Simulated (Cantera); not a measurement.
# Dilute partial oxidation

An isothermal, constant-pressure homogeneous reactor starts with 1.81 % C₂H₆, 2.85 % O₂, 95.1 % N₂, 0.219 % CH₄, equivalence ratio 2.4, at 1050 K and 760 Torr.

Model: GRI-Mech 3.0 (53 species, 325 reactions), integrated in Cantera. The temperature is held fixed by assumption; the heat of reaction is taken as removed at once.

| t (s) | x C₂H₆ | x O₂ | x CO₂ | x N₂O | x C₂H |
|---|---|---|---|---|---|
| 1.00e-6 | 0.0181 | 0.0285 | <1e-12 | <1e-12 | <1e-12 |
| 3.88e-6 | 0.0181 | 0.0285 | <1e-12 | <1e-12 | <1e-12 |
| 1.51e-5 | 0.0181 | 0.0285 | <1e-12 | <1e-12 | <1e-12 |
| 5.84e-5 | 0.0181 | 0.0285 | <1e-12 | <1e-12 | <1e-12 |
| 0.000227 | 0.0181 | 0.0285 | <1e-12 | <1e-12 | <1e-12 |
| 0.000879 | 0.0181 | 0.0285 | <1e-12 | <1e-12 | <1e-12 |
| 0.00341 | 0.0181 | 0.0285 | 2.75e-12 | <1e-12 | <1e-12 |
| 0.0132 | 0.0181 | 0.0285 | 2.88e-11 | 1.43e-11 | <1e-12 |
| 0.0514 | 0.0180 | 0.0285 | 1.47e-9 | 1.85e-10 | <1e-12 |
| 0.199 | 0.00899 | 0.0234 | 2.45e-5 | 3.28e-9 | <1e-12 |
| 0.773 | 0.000120 | 7.41e-5 | 0.00164 | 5.22e-9 | <1e-12 |
| 3.00 | 7.18e-5 | 7.16e-6 | 0.00168 | 4.85e-9 | <1e-12 |
x: mole fraction; the columns are a selection and need not sum to one.

Equilibrium at this temperature and pressure: C₂H₆ <1e-12, O₂ <1e-12, CO₂ 0.00764, N₂O <1e-12, C₂H <1e-12 (gas phase only).
